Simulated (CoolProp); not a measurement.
Vapour-liquid equilibrium of R152A (1) + n-butane (2) at 277.4 K; x and y are mole fractions of (1).

Model: multi-fluid Helmholtz-energy mixture model, Outcalt 1996 and Bücker 2006; pair parameters Bell 2016, in CoolProp.

Task: Give the bubble pressure and the first vapour's composition at x = 0.425, 0.575, 0.65. Is there an azeotrope?

Result: x = 0.425: 3.010 bar, y = 0.680; x = 0.575: 3.138 bar, y = 0.720; x = 0.65: 3.184 bar, y = 0.742. y crosses x between x = 0.8 and 0.875: the model has an azeotrope there.

The pair parameters rest on a limited set of measurements; away from them the model extrapolates. With so large a gap from Raoult's law the liquid may split in two, which this calculation doesn't test in full.
